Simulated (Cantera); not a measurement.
A Cantera script and what it prints.

```python
import numpy as np
import cantera as ct

gas_names = """
    H HO2 H2 H2O H2O2 O OH O2 O3 V VO VO2
""".split()
cond_names = """
    H2O(s) H2O(L) V(cr) V(L) VO(s) VO(L) V2O3(s) V2O3(L) V2O4(I) V2O4(II) V2O4(L) V2O5(s) V2O5(L)
""".split()


# ... load() reads the species with a 1 bar reference pressure and builds the phases ...
atoms = {
    'V': {'V': 1},
    'H2O': {'H': 2, 'O': 1},
}
top_T = {}  # K; cautious upper limits of use, not melting points


# ... equilibrate(T, P, feed) seeds the gas with the atoms and calls Mixture.equilibrate('TP', solver="vcs", rtol=1e-11, max_steps=5000) ...
results = []
feed = {'V': 1, 'H2O': 0.051}  # mol
T = 2273  # K
for P in [0.1, 0.75, 5.6, 42, 320, 2400, 18000, 130000, 1000000]:
    mix = equilibrate(T, P, feed)
    results.append((T, P, feed, dict(zip(mix.species_names, mix.species_moles))))

top = {s: max(r[3][s] / sum(r[3][g] for g in gas_names) for r in results) for s in gas_names}
cols = sorted((s for s in top if top[s] > 1e-05), key=lambda s: -top[s])[:7]
seen = [c for c in cond_names if any(r[3].get(c, 0) > 1e-12 for r in results)]
print("log10 of partial pressures in bar; condensed amounts in mol")
print(f"{'P/Pa':>10s}" + "".join(f"{s[:9]:>10s}" for s in cols + seen))
for T, P, feed, n in results:
    ng = sum(n[g] for g in gas_names)
    print(f"{P:10.4g}" + "".join(f"{np.log10(max(n[s] / ng * P / 1e5, 1e-99)):10.3f}" for s in cols)
          + "".join(f"{n.get(c, 0):10.4g}" for c in seen))
```

It prints:

```
log10 of partial pressures in bar; condensed amounts in mol
      P/Pa        H2         V         H        VO       VO2       H2O         O      V(L)     VO(L)
       0.1    -9.918    -6.065    -7.035    -7.345    -9.527   -14.133    -9.339         0         0
      0.75    -8.182    -5.189    -6.166    -6.466    -8.644   -12.393    -9.335         0         0
       5.6    -6.521    -4.314    -5.336    -5.590    -7.768   -10.732    -9.334         0         0
        42    -3.778    -4.086    -3.965    -4.238    -5.293    -6.865    -8.211    0.9313   0.03527
       320    -2.581    -4.086    -3.366    -4.238    -5.293    -5.668    -8.211    0.9477   0.04974
      2400    -1.646    -4.086    -2.899    -4.238    -5.293    -4.733    -8.211    0.9489   0.05081
   1.8e+04    -0.754    -4.086    -2.453    -4.238    -5.293    -3.841    -8.211     0.949   0.05094
   1.3e+05     0.110    -4.086    -2.021    -4.238    -5.293    -2.976    -8.211     0.949   0.05096
     1e+06     0.998    -4.086    -1.576    -4.238    -5.293    -2.088    -8.211     0.949   0.05096
```

Equilibrium computed with Cantera from the NASA thermochemical tables; the gas is ideal and each condensed phase is pure. Each liquid is taken as pure. Mutual solubility and eutectic melting of coexisting phases are not modelled. VO: taken at fixed stoichiometry. Condensed phases not in the tables: N, O or C dissolved in the metal.
